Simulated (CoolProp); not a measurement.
Vapour-liquid equilibrium of carbon dioxide (1) + R134a (2) at 239.3 K; x and y are mole fractions of (1).

Values from CoolProp's multi-fluid Helmholtz-energy mixture model, Span 1996 and Tillner-Roth 1994; pair parameters Bell 2016.

```tsv
x	bubble pressure (MPa)	y at the bubble point	dew pressure at overall composition x (MPa)	liquid density (mol/L)
0.05	0.1168	0.421	0.07355	14.06
0.2	0.2825	0.790	0.08656	15.18
0.35	0.4664	0.892	0.1051	16.44
0.5	0.6497	0.937	0.1336	17.88
0.65	0.8260	0.962	0.1834	19.55
0.8	1.000	0.980	0.2935	21.52
0.95	1.185	0.995	0.7335	23.90
```

No azeotrope shows between x = 0.05 and 0.95.

The pair parameters rest on a limited set of measurements; away from them the model extrapolates.
